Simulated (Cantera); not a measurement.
Input: 1 mol CO, 3.5 mol CO₂, 5.6 mol N₂, equilibrated at 2973 K and 7.00 mbar.

Cantera equilibrium calculation (NASA polynomials, part measured and part estimated; ideal gas, pure solids and liquids). Candidate condensed phases: C; 24 gas species. Equilibrium is a limit: real reactors are often held back by kinetics, nucleation or transport.

Base state: N₂ 0.424, CO 0.331, O 0.194, O₂ 0.0247, CO₂ 0.0145, NO 0.0116, N 9.10e-5 (mole fractions); condensed: gas only.

Question: What changes in the equilibrium state with this change: CO replaced by CH₃OH?

Answer: 
| species | before | after |
|---|---|---|
| N₂ | 0.424 | 0.334 |
| CO | 0.331 | 0.263 |
| H | 0 | 0.194 |
| OH | 0 | 0.0155 |
| H₂ | 0 | 0.0125 |
| O₂ | 0.0247 | 0.0143 |
| CO₂ | 0.0145 | 0.00874 |
| NO | 0.0116 | 0.00784 |
| O | 0.194 | 0.147 |
| H₂O | 0 | 0.00307 |
| N | 9.10e-5 | 8.07e-5 |
Further candidate phases: C₆H₆, C₇H₈, C₈H₁₈, H₂O.

Question: What changes in the equilibrium state with this change: CO₂ from 3.5 to 0.63 mol?

Answer: 
```tsv
species	before	after
N₂	0.424	0.716
CO	0.331	0.206
O	0.194	0.0667
O₂	0.0247	0.00293
CO₂	0.0145	0.00310
NO	0.0116	0.00520
N	9.10e-5	0.000118
```

Question: What changes in the equilibrium state with this change: CO₂ from 3.5 to 0.2 mol?

Answer: 
```tsv
species	before	after
N₂	0.424	0.801
CO	0.331	0.171
O	0.194	0.0248
O₂	0.0247	0.000406
CO₂	0.0145	0.000958
NO	0.0116	0.00205
N	9.10e-5	0.000125
```
